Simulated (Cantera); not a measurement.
**Adiabatic ignition**

An adiabatic, constant-volume homogeneous reactor starts with CH4 : C2H6 : O2 : N2 = 1 : 0.032 : 3.77 : 14.2 (molar parts), equivalence ratio 0.56, at 1198 K and 315 Torr.

Computed with Cantera and GRI-Mech 3.0 (53 species, 325 reactions).

```tsv
t (s)	T (K)	P (bar)	x CH4	x C2H6	x O2	x HCO	x CH2CO	x NO	x HCN
1.00e-6	1198	0.420	0.0526	0.00168	0.198	<1e-12	<1e-12	<1e-12	<1e-12
3.55e-6	1198	0.420	0.0526	0.00168	0.198	<1e-12	<1e-12	<1e-12	<1e-12
1.26e-5	1198	0.420	0.0526	0.00168	0.198	<1e-12	<1e-12	<1e-12	<1e-12
4.47e-5	1198	0.420	0.0526	0.00168	0.198	<1e-12	<1e-12	<1e-12	<1e-12
0.000159	1198	0.420	0.0526	0.00168	0.198	<1e-12	<1e-12	<1e-12	<1e-12
0.000563	1198	0.420	0.0526	0.00168	0.198	<1e-12	<1e-12	<1e-12	<1e-12
0.00200	1198	0.420	0.0526	0.00168	0.198	2.54e-12	9.46e-11	<1e-12	<1e-12
0.00710	1199	0.420	0.0525	0.00167	0.198	1.41e-10	3.42e-8	<1e-12	<1e-12
0.0252	1220	0.428	0.0497	0.00167	0.196	2.43e-8	1.32e-5	<1e-12	<1e-12
0.0894	2467	0.874	<1e-12	<1e-12	0.0796	7.87e-10	<1e-12	0.0127	7.72e-12
0.317	2467	0.874	<1e-12	<1e-12	0.0795	7.85e-10	<1e-12	0.0129	7.77e-12
1.13	2467	0.874	<1e-12	<1e-12	0.0795	7.85e-10	<1e-12	0.0129	7.77e-12
4.00	2467	0.874	<1e-12	<1e-12	0.0795	7.85e-10	<1e-12	0.0129	7.77e-12
```
x: mole fraction; the columns are a selection and need not sum to one.

```yaml
time_of_steepest_temperature_rise: 28.3 ms
temperature at 4.00 s: 2467 K
equilibrium_temperature: 2467 K
x(CH4) at 4.00 s: <1e-12 (gas-phase equilibrium <1e-12)
x(C2H6) at 4.00 s: <1e-12 (gas-phase equilibrium <1e-12)
x(O2) at 4.00 s: 0.0795 (gas-phase equilibrium 0.0795)
```
